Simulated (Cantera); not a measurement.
Input (Python, Cantera):

```python
import numpy as np
import cantera as ct

gas = ct.Solution("gri30.yaml")
gas.TPX = 1775, 500000, {'CO': 1, 'H2': 0.15, 'O2': 1.2, 'N2': 5.87, 'H2O': 0.89}
reactor = ct.IdealGasConstPressureReactor(gas, energy="on", clone=False)
net = ct.ReactorNet([reactor])
net.rtol, net.atol = 1e-08, 1e-16
show = ['CO', 'H2', 'O2', 'O', 'H2O2']
times = np.geomspace(5e-06, 0.2, 16)

steps = ct.SolutionArray(gas, extra=["t"])
rows = []
print(f"{'t/s':>10s}{'T/K':>9s}{'P/Pa':>11s}" + "".join(f"{s:>11s}" for s in show))
for t in times:
    while net.time < t:
        t_next = net.step()
        steps.append(gas.state, t=t_next)
    rows.append([np.interp(t, steps.t, y) for y in (steps.T, steps.P, *steps(*show).X.T)])
    print(f"{t:10.3e}{rows[-1][0]:9.1f}{rows[-1][1]:11.4g}" + "".join(f"{x:11.3e}" for x in rows[-1][2:]))
rate = np.gradient(steps.T, steps.t)
print("integrator steps:", len(steps.t))
if steps.T.max() > steps.T[0] + 200:
    print(f"time of steepest temperature rise: {steps.t[rate.argmax()]:.4e} s")
gas.TPX = 1775, 500000, {'CO': 1, 'H2': 0.15, 'O2': 1.2, 'N2': 5.87, 'H2O': 0.89}
gas.equilibrate("HP")
print(f"equilibrium (HP): T = {gas.T:.1f} K  " + "  ".join(f"{s} {gas[s].X[0]:.3e}" for s in show))
```

Result:

```
       t/s      T/K       P/Pa         CO         H2         O2          O       H2O2
 5.000e-06   1849.0      5e+05  9.449e-02  4.204e-03  1.135e-01  7.750e-03  1.699e-06
 1.013e-05   2137.7      5e+05  4.583e-02  5.702e-03  8.861e-02  1.116e-02  8.998e-07
 2.054e-05   2386.8      5e+05  2.235e-02  3.640e-03  7.880e-02  6.230e-03  5.072e-07
 4.163e-05   2508.0      5e+05  1.255e-02  1.992e-03  7.550e-02  3.182e-03  4.788e-07
 8.437e-05   2547.7      5e+05  8.930e-03  1.484e-03  7.421e-02  2.350e-03  5.381e-07
 1.710e-04   2551.2      5e+05  8.558e-03  1.437e-03  7.396e-02  2.271e-03  5.460e-07
 3.466e-04   2550.4      5e+05  8.537e-03  1.434e-03  7.370e-02  2.258e-03  5.443e-07
 7.024e-04   2548.8      5e+05  8.501e-03  1.429e-03  7.320e-02  2.234e-03  5.409e-07
 1.424e-03   2546.0      5e+05  8.438e-03  1.420e-03  7.229e-02  2.190e-03  5.348e-07
 2.885e-03   2541.5      5e+05  8.338e-03  1.406e-03  7.085e-02  2.122e-03  5.251e-07
 5.848e-03   2536.3      5e+05  8.223e-03  1.390e-03  6.919e-02  2.045e-03  5.139e-07
 1.185e-02   2533.0      5e+05  8.151e-03  1.379e-03  6.813e-02  1.998e-03  5.068e-07
 2.402e-02   2532.3      5e+05  8.136e-03  1.377e-03  6.790e-02  1.987e-03  5.053e-07
 4.869e-02   2532.3      5e+05  8.136e-03  1.377e-03  6.790e-02  1.987e-03  5.052e-07
 9.868e-02   2532.3      5e+05  8.136e-03  1.377e-03  6.790e-02  1.987e-03  5.052e-07
 2.000e-01   2532.3      5e+05  8.136e-03  1.377e-03  6.790e-02  1.987e-03  5.052e-07
integrator steps: 1194
time of steepest temperature rise: 6.3272e-06 s
equilibrium (HP): T = 2532.3 K  CO 8.136e-03  H2 1.377e-03  O2 6.790e-02  O 1.987e-03  H2O2 5.052e-07
```

Computed with Cantera and GRI-Mech 3.0 (53 species, 325 reactions). The hydrogen kinetics of GRI-Mech 3.0 are dated; newer H2 mechanisms differ, most at raised pressure.
